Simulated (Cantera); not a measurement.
**Ignition delay**

Mixture: 8.64 % CH4, 11.2 % CO, 19.1 % O2, 61.1 % N2, equivalence ratio 1.2, at 3.90 bar, adiabatic and at constant volume. Ignition delay is the time to a rise of 400 K.

Model: GRI-Mech 3.0 (53 species, 325 reactions), integrated in Cantera.

```tsv
T0 (K)	delay (ms)
1323	3.41
1398	1.31
1473	0.547
1548	0.247
1623	0.121
1698	0.0647
1773	0.0370
1848	0.0226
1923	0.0145
```

* **apparent activation energy between 1773 and 1923 K**: 180 kJ/mol
